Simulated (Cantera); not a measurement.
Mixture: CH4 : CO : O2 : N2 : H2O = 1 : 0.082 : 3.4 : 12.8 : 1.9 (molar parts), equivalence ratio 0.60, at 1500 Torr, adiabatic and at constant pressure. Ignition delay is the time to a rise of 400 K.

Detailed kinetics in Cantera: GRI-Mech 3.0 (53 species, 325 reactions).

**Question.** What does this change do: 0.087 parts H2 added?

**Answer.** 
| quantity | before | after |
|---|---|---|
| delay at 1000 K | 0.476 s | 86.2 ms |
| delay at 1075 K | 0.137 s | 32.2 ms |
| delay at 1150 K | 45.3 ms | 14.6 ms |
| delay at 1225 K | 16.4 ms | 6.82 ms |
| delay at 1300 K | 6.39 ms | 3.18 ms |
| delay at 1375 K | 2.64 ms | 1.50 ms |
| delay at 1450 K | 1.15 ms | 0.728 ms |
| apparent activation energy between 1300 and 1450 K | 180 kJ/mol | 150 kJ/mol |
